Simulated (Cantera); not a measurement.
Charge: 1 mol AlCl₃, 38 mol NH₃, 89 mol H₂, 14 mol O₂, at 1452 °C and 10.0 mbar.

Cantera equilibrium calculation (NASA polynomials, part measured and part estimated; ideal gas, pure solids and liquids). Candidate condensed phases: Al, AlCl₃, AlN, Al₂O₃, H₂O, NH₄Cl; 45 gas species. The numbers say what is thermodynamically allowed, not how fast it happens.

Base state: H₂ 0.707, H₂O 0.159, N₂ 0.114, HCl 0.0180, H 0.00156, Cl 3.07e-5, OH 1.93e-5 (mole fractions); condensed: Al₂O₃(s).

Problem. What changes in the equilibrium state with this change: temperature from 1452 °C to 677 °C?

Solution. 
```csv
species,before,after
H₂,0.707,0.709
H₂O,0.159,0.159
N₂,0.114,0.114
H,0.00156,4.68e-9
HCl,0.0180,0.0180
Cl,3.07e-5,<1e-9
OH,1.93e-5,<1e-9
"Al₂O₃(s), mol",0.500,0.500
```
Condensed phases not in the tables: AlOCl.
